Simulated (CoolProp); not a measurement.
Sulfur hexafluoride at 293.15 K and 1.3 MPa is compressed adiabatically to 2.11 MPa with isentropic efficiency 0.9. Each further row changes one setting.

The numbers come from the reference Helmholtz-energy equation of state, Guder 2009 in CoolProp.

| case | work (kJ/kg) | final temperature (K) | final density (kg/m³) |
|---|---|---|---|
| as stated | 7.28 | 311.8 | (withheld) |
| efficiency 1 | (withheld) | (withheld) | (withheld) |
| efficiency 0.65 | (withheld) | (withheld) | (withheld) |

**Question.** Fill in the missing entries.

**Answer.** 
- as stated, final density (kg/m³): 158
- efficiency 1, work (kJ/kg): 6.55
- efficiency 1, final temperature (K): 311.0
- efficiency 1, final density (kg/m³): 159
- efficiency 0.65, work (kJ/kg): 10.1
- efficiency 0.65, final temperature (K): 315.1
- efficiency 0.65, final density (kg/m³): 154
